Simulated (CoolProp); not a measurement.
n-heptane along the isobar 0.93 MPa: density (kg/m³) from the reference equation and from simpler models built on Tc = 541.2 K, pc = 2.774 MPa, ω = 0.349; each cubic takes its own stable root.

The numbers come from the reference Helmholtz-energy equation of state, Span 2003 in CoolProp. It is a short technical equation, of lower accuracy than the large ones.

```tsv
T (K)	phase	reference	van der Waals	Redlich-Kwong	Soave-Redlich-Kwong	Peng-Robinson
223.4	liquid	742.2	425.0	632.1	645.6	723.8
250	liquid	720.3	415.0	616.0	632.4	710.0
276.5	liquid	698.4	404.4	598.6	617.8	694.6
303	liquid	676.3	393.1	579.5	601.5	677.3
329.6	liquid	653.6	380.8	558.7	583.2	657.7
356.1	liquid	630.0	367.4	535.8	562.6	635.4
382.6	liquid	605.1	352.5	510.4	539.1	609.8
409.1	liquid	578.2	335.3	481.8	511.9	579.9
435.7	liquid	548.1	32.33	448.3	479.6	543.9
462.2	liquid	512.9	29.25	30.86	439.7	499.0
488.7	gas	28.88	26.84	27.81	28.26	28.74
```

At some of these states van der Waals, Redlich-Kwong gives the other phase, because its saturation line lies elsewhere.
